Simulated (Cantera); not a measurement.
What does this Cantera script print?

```python
import numpy as np
import cantera as ct

gas = ct.Solution("gri30.yaml")
gas.TPX = 623, 24000, {'CH4': 1, 'C2H6': 0.077, 'O2': 2.77, 'N2': 10.4, 'H2O': 3.4}
flame = ct.FreeFlame(gas, width=0.11)
flame.set_refine_criteria(ratio=3, slope=0.08, curve=0.16)
flame.transport_model = "mixture-averaged"
flame.solve(loglevel=0, auto=True)
z, T = flame.grid, flame.T
thick = (T[-1] - T[0]) / np.gradient(T, z).max()
show = ['CH4', 'C2H6', 'O2', 'HCN', 'HO2', 'HCO']
print(f"laminar burning velocity  {flame.velocity[0] * 100:.3f} cm/s")
print(f"burnt temperature         {T[-1]:.1f} K")
print(f"thermal thickness         {thick * 1e3:.4f} mm")
print(f"grid points               {len(z)}")
z0 = z[flame.heat_release_rate.argmax()]
print(f"{'z/mm':>9s}{'T/K':>9s}{'u/(m/s)':>9s}" + "".join(f"{s:>11s}" for s in show))
rows = []
for k in (-3, -2, -1.5, -1, -0.5, -0.25, 0, 0.25, 0.5, 1, 2, 4, 8):
    zz = z0 + k * thick
    rows.append([k * thick, np.interp(zz, z, T), np.interp(zz, z, flame.velocity),
                 *(np.interp(zz, z, flame.X[gas.species_index(s)]) for s in show)])
    print(f"{rows[-1][0] * 1e3:9.3f}{rows[-1][1]:9.1f}{rows[-1][2]:9.3f}" + "".join(f"{x:11.3e}" for x in rows[-1][3:]))
```

Result:

```
laminar burning velocity  93.983 cm/s
burnt temperature         1936.5 K
thermal thickness         1.8417 mm
grid points               134
     z/mm      T/K  u/(m/s)        CH4       C2H6         O2        HCN        HO2        HCO
   -5.525    623.2    0.941  5.661e-02  4.360e-03  1.568e-01  6.184e-12  1.314e-07  1.033e-17
   -3.683    624.5    0.944  5.645e-02  4.354e-03  1.566e-01  8.346e-11  1.305e-06  4.505e-15
   -2.763    630.1    0.954  5.602e-02  4.340e-03  1.559e-01  5.774e-10  6.633e-06  9.609e-13
   -1.842    665.5    1.012  5.395e-02  4.262e-03  1.531e-01  5.450e-09  3.720e-05  3.635e-10
   -0.921    906.1    1.391  4.123e-02  3.439e-03  1.336e-01  7.083e-08  8.635e-05  2.688e-07
   -0.460   1195.2    1.850  2.476e-02  1.801e-03  1.060e-01  2.052e-07  1.057e-04  5.434e-06
    0.000   1489.1    2.317  6.666e-03  1.424e-04  7.039e-02  4.513e-07  8.032e-05  2.545e-05
    0.460   1613.3    2.507  5.326e-04  5.146e-07  4.918e-02  4.085e-07  1.545e-05  7.677e-06
    0.921   1652.9    2.558  2.278e-05  6.344e-10  4.202e-02  1.849e-07  6.988e-06  4.547e-07
    1.842   1700.3    2.617  6.891e-08  1.696e-14  3.775e-02  3.088e-08  5.454e-06  8.259e-09
    3.683   1759.1    2.696  1.783e-12  2.108e-21  3.489e-02  1.078e-09  4.152e-06  2.845e-09
    7.367   1820.9    2.781  2.287e-18  2.967e-29  3.247e-02  5.001e-12  2.818e-06  1.072e-09
   14.734   1873.4    2.851  3.047e-19  1.210e-30  3.046e-02  2.611e-14  1.721e-06  2.963e-10
```

Cantera simulation using GRI-Mech 3.0 (53 species, 325 reactions); the numbers are that mechanism's predictions, not measurements. Burning velocities carry a grid error of a few per cent, more on coarse grids.
